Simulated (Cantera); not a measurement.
A perfectly stirred reactor is fed with C2H6 : H2 = 0.18 : 13 (molar parts), at 1330 Pa; it is held at 1650 K, and followed from long to short residence time.

Cantera simulation using GRI-Mech 3.0 (53 species, 325 reactions); the numbers are that mechanism's predictions, not measurements. GRI-Mech 3.0 stops at C3 and has no aromatics, soot or wall deposition, so with more carbon than oxygen in the feed, carbon stays in small species such as C2H2 where larger ones or solid carbon would form. Radical loss at walls, strong at low pressure, is not modelled.

**Question.** Predict: x(C2H6) at τ = 4.10 s; x(H2) at τ = 4.10 s; x(CH4) at τ = 4.10 s; x(C2H) at τ = 4.10 s; x(C2H4) at τ = 4.10 s; x(C2H6) at τ = 0.170 s; x(H2) at τ = 0.170 s; x(CH4) at τ = 0.170 s; x(C2H) at τ = 0.170 s; x(C2H4) at τ = 0.170 s.

**Answer.** 
| Item | Result |
|---|---|
| x(C2H6) at τ = 4.10 s | 1.96e-6 |
| x(H2) at τ = 4.10 s | 0.982 |
| x(CH4) at τ = 4.10 s | 0.00721 |
| x(C2H) at τ = 4.10 s | 4.19e-8 |
| x(C2H4) at τ = 4.10 s | 2.31e-5 |
| x(C2H6) at τ = 0.170 s | 3.05e-5 |
| x(H2) at τ = 0.170 s | 0.978 |
| x(CH4) at τ = 0.170 s | 0.0128 |
| x(C2H) at τ = 0.170 s | 4.68e-8 |
| x(C2H4) at τ = 0.170 s | 0.000150 |
